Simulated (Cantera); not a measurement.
What does this Cantera script print?

```python
import numpy as np
import cantera as ct

gas_names = """
    AL ALH ALO ALOH ALO2 ALO2H AL2 AL2O AL2O2 H HALO HO2 H2 H2O H2O2 O OH O2 O3 Si SiH SiH2 SiH3 SiH4
    SiO SiO2 Si2 Si3
""".split()
cond_names = """
    AL(cr) AL(L) AL2O3(a) AL2O3(L) AL2SiO5(an) AL6Si2O13(s) H2O(s) H2O(L) Si(cr) Si(L) SiO2(Lqz)
    SiO2(hqz) SiO2(L)
""".split()


# ... load() reads the species with a 1 bar reference pressure and builds the phases ...
atoms = {
    'SiO2': {'Si': 1, 'O': 2},
    'Al2O3': {'AL': 2, 'O': 3},
    'H2': {'H': 2},
}
top_T = {'AL2SiO5(an)': 2000, 'AL6Si2O13(s)': 2100}  # K; cautious upper limits of use, not melting points


# ... equilibrate(T, P, feed) seeds the gas with the atoms and calls Mixture.equilibrate('TP', solver="vcs", rtol=1e-11, max_steps=5000) ...
results = []
feed = {'SiO2': 1, 'Al2O3': 0.79, 'H2': 17}  # mol
P = 1000  # Pa
for T in [2200, 2250, 2300, 2350, 2400, 2450, 2500, 2550, 2600]:
    mix = equilibrate(T, P, feed)
    results.append((T, P, feed, dict(zip(mix.species_names, mix.species_moles))))
    x = sorted(zip(gas.X, gas.species_names), reverse=True)
    print(f"T = {T:g} K  P = {P:g} Pa  gas = {mix.phase_moles(0):.4g} mol")
    print("   x: " + "  ".join(f"{s} {v:.3e}" for v, s in x if v > 0.001))
    print("   condensed (mol): " + ("  ".join(f"{mix.phase(i).name} {mix.phase_moles(i):.4g}"
          for i in range(1, mix.n_phases) if mix.phase_moles(i) > 1e-12) or "none"))
```

Result:

```
T = 2200 K  P = 1000 Pa  gas = 18.48 mol
   x: H2 8.401e-01  SiO 5.409e-02  H2O 5.365e-02  H 5.162e-02
   condensed (mol): AL2O3(a) 0.7894
T = 2250 K  P = 1000 Pa  gas = 18.64 mol
   x: H2 8.250e-01  H 6.746e-02  SiO 5.364e-02  H2O 5.304e-02
   condensed (mol): AL2O3(a) 0.7888
T = 2300 K  P = 1000 Pa  gas = 18.83 mol
   x: H2 8.064e-01  H 8.691e-02  SiO 5.308e-02  H2O 5.232e-02
   condensed (mol): AL2O3(a) 0.7875
T = 2350 K  P = 1000 Pa  gas = 19.07 mol
   x: H2 7.838e-01  H 1.104e-01  SiO 5.240e-02  H2O 5.149e-02  OH 1.250e-03
   condensed (mol): AL2O3(L) 0.7849
T = 2400 K  P = 1000 Pa  gas = 19.38 mol
   x: H2 7.566e-01  H 1.384e-01  SiO 5.159e-02  H2O 5.060e-02  OH 1.701e-03
   condensed (mol): AL2O3(L) 0.7803
T = 2450 K  P = 1000 Pa  gas = 19.75 mol
   x: H2 7.242e-01  H 1.710e-01  SiO 5.062e-02  H2O 4.975e-02  OH 2.295e-03
   condensed (mol): AL2O3(L) 0.7717
T = 2500 K  P = 1000 Pa  gas = 20.2 mol
   x: H2 6.863e-01  H 2.083e-01  SiO 4.947e-02  H2O 4.911e-02  OH 3.089e-03  AL 1.571e-03
   condensed (mol): AL2O3(L) 0.7563
T = 2550 K  P = 1000 Pa  gas = 20.76 mol
   x: H2 6.425e-01  H 2.500e-01  H2O 4.885e-02  SiO 4.815e-02  OH 4.167e-03  AL 2.760e-03  O 1.058e-03
   condensed (mol): AL2O3(L) 0.7301
T = 2600 K  P = 1000 Pa  gas = 21.44 mol
   x: H2 5.927e-01  H 2.955e-01  H2O 4.902e-02  SiO 4.662e-02  OH 5.655e-03  AL 4.554e-03  O 1.825e-03  ALO 1.504e-03  ALOH 1.100e-03
   condensed (mol): AL2O3(L) 0.6879
```

Method: chemical equilibrium by Gibbs-energy minimisation in Cantera with the NASA 1993 tables (ideal gas, pure condensed phases). The tables' values for AlOH, SiO2 are old estimates; treat these amounts as uncertain.
